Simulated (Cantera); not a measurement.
## Equilibrium for nitride etching: AlN + HCl + H₂O

Feed: 1 mol AlN, 27 mol HCl, 0.21 mol H₂O, held at 20.0 mbar.

Equilibrium computed with Cantera from the NASA thermochemical tables; the gas is ideal and each condensed phase is pure. Candidate condensed phases: Al, AlCl₃, AlN, Al₂O₃, H₂O, NH₄Cl; 45 gas species. The tables' values for AlCl₂ are old estimates; treat these amounts as uncertain. Equilibrium is a limit: real reactors are often held back by kinetics, nucleation or transport.

From 852 °C to 1752 °C the condensed part is Al₂O₃(s). The main Al-bearing gas is AlCl₃ throughout. The share of Al in condensed phases is highest at 852 °C (14.0 %) and lowest at 1752 °C (7.3 %).

```csv
T (°C),log p HCl,log p H₂,log p Cl,log p AlCl₃,log p N₂,log p AlCl₂,log p AlCl,n Al₂O₃(s)
852,-1.75,-2.96,-7.67,-3.20,-3.44,-7.97,-11.02,0.0698
1002,-1.75,-2.96,-6.47,-3.20,-3.44,-6.85,-9.17,0.0692
1152,-1.75,-2.96,-5.52,-3.20,-3.44,-5.97,-7.72,0.0678
1302,-1.75,-2.96,-4.75,-3.20,-3.44,-5.26,-6.55,0.0650
1452,-1.75,-2.95,-4.12,-3.21,-3.44,-4.68,-5.58,0.0602
1602,-1.76,-2.94,-3.59,-3.24,-3.44,-4.22,-4.78,0.0521
1752,-1.77,-2.91,-3.16,-3.34,-3.45,-3.88,-4.14,0.0363
```
log p: log10 of the partial pressure in bar; n: condensed amount in mol.
